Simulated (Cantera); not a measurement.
Charge: 1 mol Fe(CO)5, 0.031 mol O2, a varied amount of H2, held at 477 °C and 0.473 Torr.

Cantera equilibrium calculation (NASA polynomials, part measured and part estimated; ideal gas, pure solids and liquids). Candidate condensed phases: C, C6H6, C7H8, C8H18, Fe, Fe(CO)5, FeO, Fe(OH)2, Fe(OH)3, Fe2O3, Fe3O4, H2O; 114 gas species. Condensed phases not in the tables: cementite and carbon dissolved in iron. The numbers say what is thermodynamically allowed, not how fast it happens.

### Question
At 5.7 mol H2, list the 4 most abundant gas species with their mole fractions, and the condensed phases.

### Answer
H2 0.551, CO 0.385, CO2 0.0519, H2O 0.0121. Condensed: C(graphite) + Fe(α).
